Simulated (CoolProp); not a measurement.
A closed Brayton cycle with carbon dioxide: compressor inlet 307.15 K and 7.8 MPa, high pressure 19.1 MPa, turbine inlet 660 K, compressor efficiency 0.85, turbine efficiency 0.85, recuperator effectiveness 0.9 (on enthalpy, no pinch check). Each further row changes one setting.

Computed with CoolProp (reference Helmholtz-energy equation of state, Span 1996).

```
case                           thermal efficiency (%)  net work (kJ/kg)  compressor to turbine work  compressor exit (K)  turbine exit (K)
-----------------------------  ----------------------  ----------------  --------------------------  -------------------  ----------------
as stated                                        26.5              58.5                        0.32                355.8             570.1
turbine inlet 610 K                               [?]              50.2                        0.35                355.8             523.3
compressor inlet 317.15 K                         [?]              44.3                        0.48                  [?]             570.1
high pressure 16.2 MPa                           24.8              50.2                        0.30                  [?]               [?]
recuperator effectiveness 0.5                    18.2              58.5                        0.32                355.8             570.1
```

**Question.** What belongs in the gaps?

**Answer.** 
- turbine inlet 610 K, thermal efficiency (%): 24.2
- compressor inlet 317.15 K, thermal efficiency (%): 24.3
- compressor inlet 317.15 K, compressor exit (K): 388.9
- high pressure 16.2 MPa, compressor exit (K): 346.7
- high pressure 16.2 MPa, turbine exit (K): 586.5
